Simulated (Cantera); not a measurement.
A closed system holds: 1 mol N₂O, 0.71 mol H₂, 1.8 mol N₂, at 1048 K and 0.100 bar.

These are equilibrium values from Cantera (NASA tables, ideal gas, pure condensed phases), not measurements of a reactor. Candidate condensed phases: H₂O; 24 gas species. Rates play no part.

Base state: N₂ 0.766, H₂O 0.194, O₂ 0.0397, NO 2.22e-5 (mole fractions); condensed: gas only.

**Question.** What changes in the equilibrium state with this change: temperature from 1048 K to 3425 K?

**Answer.** 
```csv
species,before,after
N₂,0.766,0.566
H,<1e-9,0.221
O,<1e-9,0.140
H₂O,0.194,0.00436
H₂,1.06e-9,0.0198
OH,4.60e-7,0.0214
NO,2.22e-5,0.0151
O₂,0.0397,0.0119
N,<1e-9,0.000366
```
